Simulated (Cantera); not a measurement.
Standard-state values (1 bar) from the NASA 1993 polynomials, evaluated with Cantera. Values are per mole of reaction as written; species without (g) are pure solids or liquids, kept so even where they would boil at 1 bar.

O₂(g) + 2 SrCl₂ ⇌ 2 SrO + 2 Cl₂(g)

```csv
T (K),ΔH° (kJ),ΔS° (J/K),ΔG° (kJ),log10 K
1475,377.7,24.2,342.0,-12.11
1525,375.1,22.5,340.9,-11.68
1575,…,…,…,…
1625,370.1,19.3,338.8,-10.89
1675,367.7,17.8,337.9,-10.54
1725,365.3,16.4,337.0,-10.20
1775,…,…,…,…
1825,360.6,13.8,335.5,-9.60
1875,358.3,12.5,334.8,-9.33
1925,…,…,…,…
```

Task: What belongs in the gaps?

Result: 
- 1575, ΔH° (kJ): 372.6
- 1575, ΔS° (J/K): 20.8
- 1575, ΔG° (kJ): 339.8
- 1575, log10 K: -11.27
- 1775, ΔH° (kJ): 363.0
- 1775, ΔS° (J/K): 15.1
- 1775, ΔG° (kJ): 336.2
- 1775, log10 K: -9.89
- 1925, ΔH° (kJ): 356.1
- 1925, ΔS° (J/K): 11.4
- 1925, ΔG° (kJ): 334.2
- 1925, log10 K: -9.07
